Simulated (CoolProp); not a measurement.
Vapour-liquid equilibrium of R13 (1) + isobutane (2) at 8.35 °C; x and y are mole fractions of (1).

Model: multi-fluid Helmholtz-energy mixture model, Platzer 1990 and Bücker 2006; pair parameters Bell 2016, in CoolProp. This equation is an older, rougher fit; its heat capacities, sound speeds and derivatives of the liquid may be far off and weren't checked against measurements.

```csv
x,bubble pressure (MPa),y at the bubble point,dew pressure at overall composition x (MPa),liquid density (mol/L)
0.05,0.3561,0.414,0.2200,9.889
0.125,0.5605,0.633,0.2390,9.987
0.2,0.7464,0.730,?,10.08
0.275,0.9163,0.785,0.2883,10.16
0.35,1.073,0.822,0.3213,10.24
0.425,1.219,0.850,0.3626,10.31
0.5,1.359,0.872,0.4158,10.36
0.575,1.495,0.890,0.4868,10.40
0.65,?,0.908,0.5862,10.43
0.725,?,0.925,0.7342,10.43
0.8,1.926,0.942,0.9727,10.39
0.875,2.093,0.961,1.382,10.32
0.95,2.281,?,1.993,10.19
```

### Question
Some entries are withheld; supply them.

### Answer

- 0.2, dew pressure at overall composition x (MPa): 0.2614
- 0.65, bubble pressure (MPa): 1.632
- 0.725, bubble pressure (MPa): 1.774
- 0.95, y at the bubble point: 0.983

No azeotrope shows between x = 0.05 and 0.95.

The pair parameters rest on a limited set of measurements; away from them the model extrapolates. The gap from Raoult's law changes sign with composition, which may be real or a fault of the pair parameters; it wasn't checked against measurements.
